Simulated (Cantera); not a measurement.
Charge: 1 mol TiCl4, 0.071 mol O2, at 0.000180 bar.

Cantera equilibrium calculation (NASA polynomials, part measured and part estimated; ideal gas, pure solids and liquids). Candidate condensed phases: Ti, TiCl2, TiCl3, TiCl4, TiO, TiO2, Ti2O3, Ti3O5, Ti4O7; 15 gas species. Condensed phases not in the tables: TiOCl. The numbers say what is thermodynamically allowed, not how fast it happens. All values below are at 675 K.

Base state: TiCl4 0.867, Cl2 0.133 (mole fractions); condensed: TiO2(rutile).

**Question.** What changes in the equilibrium state with this change: O2 from 0.071 to 2.5 mol?

**Answer.** 
| species | before | after |
|---|---|---|
| Cl2 | 0.133 | 0.571 |
| O2 | <1e-9 | 0.429 |
| Cl | 8.19e-6 | 1.70e-5 |
| TiCl4 | 0.867 | <1e-9 |
| TiO2(rutile), mol | 0.0710 | 1.00 |
